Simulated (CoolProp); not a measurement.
Values from CoolProp's reference Helmholtz-energy equation of state, Thol 2021.

Task: Give the vapour pressure (MPa), liquid density (kg/m³), vapour density (kg/m³), enthalpy of vaporisation (kJ/kg) of saturated chlorine at 356.4 K.

Result: 
| T (K) | p (MPa) | liquid density (kg/m³) | vapour density (kg/m³) | enthalpy of vaporisation (kJ/kg) |
|---|---|---|---|---|
| 356.4 | 2.87 | 1190 | 92.8 | 190 |
